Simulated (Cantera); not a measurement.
Cantera run:

```python
import numpy as np
import cantera as ct

gas_names = """
    CL CL2 H HCL H2 Si SiCL SiCL2 SiCL3 SiCL4 SiH SiHCL3 SiH2 SiH2CL2 SiH3 SiH3CL SiH4 Si2 Si3
""".split()
cond_names = """
    Si(cr) Si(L)
""".split()


# ... load() reads the species with a 1 bar reference pressure and builds the phases ...
atoms = {
    'SiH4': {'Si': 1, 'H': 4},
    'Cl2': {'CL': 2},
    'H2': {'H': 2},
    'HCl': {'H': 1, 'CL': 1},
}
top_T = {}  # K; cautious upper limits of use, not melting points


# ... equilibrate(T, P, feed) seeds the gas with the atoms and calls Mixture.equilibrate('TP', solver="vcs", rtol=1e-11, max_steps=5000) ...
results = []
feed = {'SiH4': 1, 'Cl2': 0.069, 'H2': 8.3, 'HCl': 0.15}  # mol
P = 100000  # Pa
for T in [1500, 1525, 1550, 1575, 1600, 1625, 1650, 1675, 1700, 1725, 1750]:
    mix = equilibrate(T, P, feed)
    results.append((T, P, feed, dict(zip(mix.species_names, mix.species_moles))))

top = {s: max(r[3][s] / sum(r[3][g] for g in gas_names) for r in results) for s in gas_names}
cols = sorted((s for s in top if top[s] > 0.001), key=lambda s: -top[s])[:6]
seen = [c for c in cond_names if any(r[3].get(c, 0) > 1e-12 for r in results)]
print("log10 of partial pressures in bar; condensed amounts in mol")
print(f"{'T/K':>10s}" + "".join(f"{s[:9]:>10s}" for s in cols + seen))
for T, P, feed, n in results:
    ng = sum(n[g] for g in gas_names)
    print(f"{T:10.4g}" + "".join(f"{np.log10(max(n[s] / ng * P / 1e5, 1e-99)):10.3f}" for s in cols)
          + "".join(f"{n.get(c, 0):10.4g}" for c in seen))
```

It prints:

```
log10 of partial pressures in bar; condensed amounts in mol
       T/K        H2       HCL     SiCL2    Si(cr)     Si(L)
      1500    -0.011    -1.636    -2.755    0.9786         0
      1525    -0.011    -1.635    -2.745    0.9786         0
      1550    -0.011    -1.635    -2.735    0.9786         0
      1575    -0.011    -1.634    -2.727    0.9786         0
      1600    -0.011    -1.634    -2.720    0.9785         0
      1625    -0.011    -1.634    -2.713    0.9784         0
      1650    -0.011    -1.635    -2.707    0.9782         0
      1675    -0.011    -1.635    -2.702     0.978         0
      1700    -0.011    -1.634    -2.703         0    0.9782
      1725    -0.011    -1.632    -2.715         0    0.9788
      1750    -0.011    -1.629    -2.726         0    0.9794
```

Method: chemical equilibrium by Gibbs-energy minimisation in Cantera with the NASA 1993 tables (ideal gas, pure condensed phases). The tables' values for SiCl3 are old estimates; treat these amounts as uncertain. Gases not in the tables: Si2H6 and higher silanes.
